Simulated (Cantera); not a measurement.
Feed: 1 mol trisilylamine, 0.68 mol NH3, at 9.10 Pa.

Cantera equilibrium calculation (NASA polynomials, part measured and part estimated; ideal gas, pure solids and liquids). Candidate condensed phases: Si, Si3N4; 18 gas species. The feed counts by its element totals alone. Mutual solubility and eutectic melting of coexisting phases are not modelled. The tables' values for SiN are old estimates; treat these amounts as uncertain. Gases not in the tables: Si2H6 and higher silanes. Rates play no part.

x: gas mole fraction; n: condensed amount in mol.

```tsv
T (°C)	x H2	x Si	x H	x N2	x Si2	x SiH	n Si(s)	n Si3N4(s)	n Si(l)
502	1.00	<1e-12	1.04e-10	<1e-12	<1e-12	<1e-12	1.74	0.420	0
602	1.00	<1e-12	5.26e-9	2.93e-10	<1e-12	<1e-12	1.74	0.420	0
702	1.00	<1e-12	1.20e-7	5.68e-8	<1e-12	<1e-12	1.74	0.420	0
802	1.000	8.33e-11	1.54e-6	4.10e-6	<1e-12	…	1.74	0.420	0
902	1.000	5.88e-9	1.28e-5	0.000142	<1e-12	…	1.74	0.420	0
1002	0.997	2.12e-7	7.72e-5	0.00279	4.06e-11	…	1.76	0.412	0
1102	0.964	4.51e-6	0.000353	0.0354	2.17e-9	…	2.04	0.319	0
1202	0.867	6.32e-5	0.00127	0.132	6.74e-8	…	3.00	0	0
1302	0.864	0.000631	0.00405	0.132	1.34e-6	…	3.00	0	0
1402	0.853	0.00477	0.0112	0.131	1.86e-5	…	2.97	0	0
1502	0.821	0.0241	0.0275	0.127	0.000135	…	0	0	2.84
1602	0.725	0.0995	0.0585	0.115	0.000747	…	0	0	2.25
1702	0.510	0.297	0.102	0.0853	0.00242	…	0	0	0
1802	0.443	0.288	0.186	0.0814	0.000914	…	0	0	0
```

Problem. Complete the blanks.

Solution. 
- 802, x SiH: 2.91e-11
- 902, x SiH: 9.91e-10
- 1002, x SiH: 1.93e-8
- 1102, x SiH: 2.38e-7
- 1202, x SiH: 2.00e-6
- 1302, x SiH: 1.34e-5
- 1402, x SiH: 7.06e-5
- 1502, x SiH: 0.000256
- 1602, x SiH: 0.000750
- 1702, x SiH: 0.00146
- 1802, x SiH: 0.00105
